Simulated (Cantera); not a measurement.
Input: 1 mol Ca(OH)₂, 0.055 mol H₂, 0.014 mol C, equilibrated at 0.290 bar.

Cantera equilibrium calculation (NASA polynomials, part measured and part estimated; ideal gas, pure solids and liquids). Candidate condensed phases: C, C₆H₆, C₇H₈, C₈H₁₈, Ca, CaCO₃, CaO, Ca(OH)₂, H₂O; 115 gas species. Equilibrium is a limit: real reactors are often held back by kinetics, nucleation or transport.

Q: Which condensed phases are stable at each of these points (T (K)): 800, 900, 1000, 1100, 1200, 1300, 1400, 1500, 1600, 1700?

A: 
| T (K) | condensed phases | Ca condensed (%) |
|---|---|---|
| 800 | CaCO₃(calcite) + CaO(s) | 100.0 |
| 900 | CaO(s) | 100.0 |
| 1000 | CaO(s) | 100.0 |
| 1100 | CaO(s) | 100.0 |
| 1200 | CaO(s) | 100.0 |
| 1300 | CaO(s) | 100.0 |
| 1400 | CaO(s) | 100.0 |
| 1500 | CaO(s) | 100.0 |
| 1600 | CaO(s) | 100.0 |
| 1700 | CaO(s) | 100.0 |

At 800 K the condensed part is CaCO₃(calcite) + CaO(s). From 900 K to 1700 K the condensed part is CaO(s).
